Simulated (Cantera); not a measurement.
A perfectly stirred reactor is fed with 16.2 % CO, 0.875 % H2, 17.5 % O2, 65.4 % N2, equivalence ratio 0.49, at 9000 Torr; it is adiabatic with a 823 K inlet, and is followed from long to short residence time, starting on the burning branch (τ in s: 0.19, 0.083, 0.037, 0.017, 0.0075, 0.0033, 0.0015, 0.00067, 0.0003, 0.00013, 6e-05, 2.7e-05, 1.2e-05).

Computed with Cantera and GRI-Mech 3.0 (53 species, 325 reactions). The hydrogen kinetics of GRI-Mech 3.0 are dated; newer H2 mechanisms differ, most at raised pressure. The pressure lies above the range GRI-Mech 3.0 was tuned for (to about 10 atm).

Problem. Predict: blow-out, bracketed by the residence times tried; x(CO) at τ = 0.190 s; x(H2) at τ = 0.190 s; x(O2) at τ = 0.190 s; x(HO2) at τ = 0.190 s; x(H) at τ = 0.190 s; x(CO) at τ = 1.50 ms; x(H2) at τ = 1.50 ms; x(O2) at τ = 1.50 ms; x(HO2) at τ = 1.50 ms; x(H) at τ = 1.50 ms.

Solution. 
| Property | Result |
|---|---|
| blow-out, bracketed by the residence times tried | burning at 60.0 µs, out at 27.0 µs |
| x(CO) at τ = 0.190 s | 0.000799 |
| x(H2) at τ = 0.190 s | 7.89e-6 |
| x(O2) at τ = 0.190 s | 0.0957 |
| x(HO2) at τ = 0.190 s | 1.62e-6 |
| x(H) at τ = 0.190 s | 3.67e-6 |
| x(CO) at τ = 1.50 ms | 0.00625 |
| x(H2) at τ = 1.50 ms | 4.42e-5 |
| x(O2) at τ = 1.50 ms | 0.0997 |
| x(HO2) at τ = 1.50 ms | 5.83e-6 |
| x(H) at τ = 1.50 ms | 4.39e-5 |
